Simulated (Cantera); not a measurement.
Charge: 1 mol trisilylamine, 0.71 mol N2, held at 51.8 Torr.

Equilibrium computed with Cantera from the NASA thermochemical tables; the gas is ideal and each condensed phase is pure. Candidate condensed phases: Si, Si3N4; 18 gas species. The feed counts by its element totals alone. Mutual solubility and eutectic melting of coexisting phases are not modelled. Kinetics and transport are ignored. All values below are at 1073 K.

Base state: H2 1.00 (mole fractions); condensed: Si(s) + Si3N4(s).

**Question.** What changes in the equilibrium state with this change: trisilylamine replaced by SiCl4?

**Answer.** 
```json
[
 {"species": "SiCl4", "before": "0", "after": "0.585"},
 {"species": "N2", "before": "5.00e-9", "after": "0.415"},
 {"species": "H2", "before": "1.00", "after": "0"},
 {"species": "Si(s), mol", "before": "1.19", "after": "0"},
 {"species": "Si3N4(s), mol", "before": "0.605", "after": "0"}
]
```
